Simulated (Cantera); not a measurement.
Input: 1 mol Al, 0.31 mol O2, 1.6 mol H2, held at 10000 Pa.

Cantera equilibrium calculation (NASA polynomials, part measured and part estimated; ideal gas, pure solids and liquids). Candidate condensed phases: Al, Al2O3, H2O; 19 gas species. Mutual solubility and eutectic melting of coexisting phases are not modelled. The tables' values for AlOH are old estimates; treat these amounts as uncertain. Equilibrium is a limit: real reactors are often held back by kinetics, nucleation or transport.

x: gas mole fraction; n: condensed amount in mol.

| T (K) | x H2 | x Al2O | x Al | x H | x AlH | x AlOH | n Al(s) | n Al2O3(s) | n Al(l) |
|---|---|---|---|---|---|---|---|---|---|
| 798 | 1.00 | <1e-12 | <1e-12 | 8.43e-12 | (withheld) | <1e-12 | 0.587 | 0.207 | 0 |
| 898 | 1.00 | <1e-12 | 6.57e-12 | 3.46e-10 | (withheld) | <1e-12 | 0.587 | 0.207 | 0 |
| 998 | 1.00 | 1.92e-11 | 4.70e-10 | 6.80e-9 | (withheld) | <1e-12 | 0 | 0.207 | 0.587 |
| 1098 | 1.00 | 1.33e-9 | 1.46e-8 | 7.82e-8 | (withheld) | 2.51e-12 | 0 | 0.207 | 0.587 |
| 1198 | 1.000 | 4.41e-8 | 2.52e-7 | 6.01e-7 | (withheld) | 6.71e-11 | 0 | 0.207 | 0.587 |
| 1298 | 1.000 | 8.41e-7 | 2.79e-6 | 3.39e-6 | (withheld) | 1.07e-9 | 0 | 0.207 | 0.587 |
| 1398 | 1.000 | 1.03e-5 | 2.17e-5 | 1.50e-5 | (withheld) | 1.13e-8 | 0 | 0.207 | 0.587 |
| 1498 | 1.000 | 8.96e-5 | 0.000128 | 5.43e-5 | (withheld) | 8.65e-8 | 0 | 0.207 | 0.586 |
| 1598 | 0.998 | 0.000586 | 0.000599 | 0.000168 | (withheld) | 5.09e-7 | 0 | 0.206 | 0.584 |
| 1698 | 0.994 | 0.00303 | 0.00233 | 0.000456 | (withheld) | 2.41e-6 | 0 | 0.205 | 0.576 |
| 1798 | 0.977 | 0.0130 | 0.00776 | 0.00110 | (withheld) | 9.46e-6 | 0 | 0.200 | 0.544 |
| 1898 | 0.925 | 0.0471 | 0.0227 | 0.00238 | (withheld) | 3.14e-5 | 0 | 0.180 | 0.435 |
| 1998 | 0.782 | 0.149 | 0.0593 | 0.00449 | (withheld) | 8.66e-5 | 0 | 0.106 | 0.0520 |
| 2098 | 0.762 | 0.157 | 0.0675 | 0.00850 | (withheld) | 0.000180 | 0 | 0.0973 | 0 |

Problem. What belongs in the gaps?

Solution. 
- 798, x AlH: 1.78e-12
- 898, x AlH: 1.25e-10
- 998, x AlH: 3.38e-9
- 1098, x AlH: 4.71e-8
- 1198, x AlH: 4.20e-7
- 1298, x AlH: 2.64e-6
- 1398, x AlH: 1.27e-5
- 1498, x AlH: 4.91e-5
- 1598, x AlH: 0.000160
- 1698, x AlH: 0.000448
- 1798, x AlH: 0.00111
- 1898, x AlH: 0.00244
- 1998, x AlH: 0.00465
- 2098, x AlH: 0.00425
